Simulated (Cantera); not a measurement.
A perfectly stirred reactor is fed with CH4 : CO2 = 1 : 3.9 (molar parts), at 5.10 bar; it is held at 1648 K, and followed from long to short residence time.

Detailed kinetics in Cantera: GRI-Mech 3.0 (53 species, 325 reactions).

x: mole fraction; the columns are a selection and need not sum to one.

```csv
τ (s),x CH4,x CO2,x HO2,x C2H,x C2H2
5.6,0.00598,0.258,<1e-12,…,0.00249
1.6,0.0114,0.285,<1e-12,…,0.00872
0.46,0.0194,0.337,<1e-12,…,0.0219
0.13,0.0330,0.422,<1e-12,…,0.0393
0.037,0.0616,0.535,<1e-12,…,0.0469
0.011,0.111,0.660,<1e-12,…,0.0330
0.0031,0.160,0.751,<1e-12,…,0.0131
0.00087,0.188,0.786,<1e-12,…,0.00254
```

Q: Some entries are withheld; supply them.

A: 
- 5.6, x C2H: 1.31e-9
- 1.6, x C2H: 4.85e-9
- 0.46, x C2H: 1.34e-8
- 0.13, x C2H: 2.64e-8
- 0.037, x C2H: 3.16e-8
- 0.011, x C2H: 2.08e-8
- 0.0031, x C2H: 8.84e-9
- 0.00087, x C2H: 2.19e-9
